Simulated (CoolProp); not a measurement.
Vapour-liquid equilibrium of ethylbenzene (1) + p-xylene (2) at 211 kPa; x and y are mole fractions of (1).

Values from CoolProp's multi-fluid Helmholtz-energy mixture model, Zhou 2012 and Zhou 2012; pair parameters Bell 2016.

Question: Give the bubble temperature and the first vapour's composition at x = 0.35, 0.55, 0.65. Is there an azeotrope?

Answer: x = 0.35: 440.2 K, y = 0.361; x = 0.55: 439.8 K, y = 0.560; x = 0.65: 439.6 K, y = 0.659. No azeotrope shows between x = 0.05 and 0.95.

The pair parameters rest on a limited set of measurements; away from them the model extrapolates.
